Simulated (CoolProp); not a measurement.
n-pentane along the isotherm 504.5 K: fugacity coefficient from the reference equation and from simpler models built on Tc = 469.7 K, pc = 3.368 MPa, ω = 0.251; each cubic takes its own stable root.

The numbers come from the reference Helmholtz-energy equation of state, Thol 2019 in CoolProp.

```tsv
p (MPa)	phase	reference
2.1	gas	0.8381
4.21	supercritical	0.6817
6.31	supercritical	0.5378
8.42	supercritical	0.4486
10.5	supercritical	0.3954
12.6	supercritical	0.3605
14.7	supercritical	0.3368
16.8	supercritical	0.3203
```

Task: How far does each simpler model (van der Waals, Redlich-Kwong, Soave-Redlich-Kwong, Peng-Robinson) lie from the reference over these 8 states: mean and median of the absolute difference, and the worst?

Result: 
- van der Waals: mean 6.6 %, median 5.3 %, worst +16.3 % at 504.5 K and 16.8 MPa
- Redlich-Kwong: mean 1.7 %, median 1.3 %, worst +3.8 % at 504.5 K and 16.8 MPa
- Soave-Redlich-Kwong: mean 5.2 %, median 5.7 %, worst +9.6 % at 504.5 K and 16.8 MPa
- Peng-Robinson: mean 1.4 %, median 1.1 %, worst -3.1 % at 504.5 K and 4.21 MPa
